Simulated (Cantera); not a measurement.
A freely propagating, adiabatic, planar premixed flame of 28.2 % H2, 12.2 % O2, 59.6 % N2, equivalence ratio 1.2, unburnt at 500 K and 4950 Torr; mixture-averaged transport, grid criteria slope 0.08 and curve 0.16, no radiation.

Cantera simulation using the H2/O2 subset of GRI-Mech 3.0, which has no nitrogen chemistry; the numbers are that mechanism's predictions, not measurements. The hydrogen kinetics of GRI-Mech 3.0 are dated; newer H2 mechanisms differ, most at raised pressure. Burning velocities carry a grid error of a few per cent, more on coarse grids.

**Question.** Predict: laminar burning velocity; thermal thickness; peak x(H); peak x(HO2); peak x(H2O2).

**Answer.** 
| Item | Result |
|---|---|
| laminar burning velocity | 379 cm/s |
| thermal thickness | 0.0419 mm |
| peak x(H) | 0.0229 |
| peak x(HO2) | 0.00102 |
| peak x(H2O2) | 0.000112 |
